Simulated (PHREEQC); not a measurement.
Dissolve 29 mmol/kgw HCl, 0.54 mmol/kgw SrCl2 and 7.8 mmol/kgw NaCl at 25 °C. Closed to the air; pH follows from the charge balance.

Model: Pitzer model, pitzer.dat, run in PHREEQC.

No solid was allowed to form.

### Question
What pH, osmotic coefficient, specific conductance does the model give?

### Answer
pH 1.61; osmotic coefficient 0.950; specific conductance 11900 µS/cm.
